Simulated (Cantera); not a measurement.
A perfectly stirred reactor is fed with CH4 : CO : O2 : N2 = 0.77 : 0.45 : 1.39 : 5.23 (molar parts), equivalence ratio 1.3, at 640000 Pa; it is adiabatic with a 725 K inlet, and is followed from long to short residence time, starting on the burning branch (τ in s: 0.44, 0.19, 0.083, 0.036, 0.016, 0.0068, 0.0029, 0.0013, 0.00055, 0.00024, 0.0001, 4.5e-05).

Model: GRI-Mech 3.0 (53 species, 325 reactions), integrated in Cantera.

Q: Predict: blow-out, bracketed by the residence times tried; x(CH4) at τ = 0.440 s; x(CO) at τ = 0.440 s; x(O2) at τ = 0.440 s; x(CH2) at τ = 0.440 s; x(CH2CO) at τ = 0.440 s; x(CH4) at τ = 2.90 ms; x(CO) at τ = 2.90 ms; x(O2) at τ = 2.90 ms; x(CH2) at τ = 2.90 ms; x(CH2CO) at τ = 2.90 ms.

A: 
```
Property                                                                           Value
------------------------------------------------  --------------------------------------
blow-out, bracketed by the residence times tried  burning at 45.0 µs, the shortest tried
x(CH4) at τ = 0.440 s                                                            4.25e-7
x(CO) at τ = 0.440 s                                                              0.0707
x(O2) at τ = 0.440 s                                                            0.000154
x(CH2) at τ = 0.440 s                                                            1.25e-8
x(CH2CO) at τ = 0.440 s                                                          1.02e-9
x(CH4) at τ = 2.90 ms                                                            2.94e-5
x(CO) at τ = 2.90 ms                                                              0.0713
x(O2) at τ = 2.90 ms                                                            0.000601
x(CH2) at τ = 2.90 ms                                                            1.32e-6
x(CH2CO) at τ = 2.90 ms                                                          1.02e-7
```
